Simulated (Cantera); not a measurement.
A closed system holds: 1 mol C₆H₆, 0.017 mol O₂, 11 mol N₂, equilibrated at 2425 K and 10.0 mbar.

Method: chemical equilibrium by Gibbs-energy minimisation in Cantera with the NASA 1993 tables (ideal gas, pure condensed phases). Candidate condensed phases: C, C₆H₆, C₇H₈, C₈H₁₈, H₂O; 136 gas species. Equilibrium is a limit: real reactors are often held back by kinetics, nucleation or transport.

Base state: N₂ 0.744, H₂ 0.158, H 0.0712, HCN 0.0200, CO 0.00234, HNC 0.00215, C₂H₂ (acetylene) 0.00123, CN 0.000468 (mole fractions); condensed: C(graphite).

Problem. What changes in the equilibrium state with this change: temperature from 2425 K to 1423.15 K?

Solution. 
```
species             before     after
----------------  --------  --------
N₂                   0.744     0.784
H₂                   0.158     0.214
CO                 0.00234   0.00242
H                   0.0712   3.08e-5
HCN                 0.0200  0.000244
CN                0.000468     <1e-9
C₂N₂               3.63e-5     <1e-9
C₂H                3.39e-5     <1e-9
C(graphite), mol      5.60      5.96
```
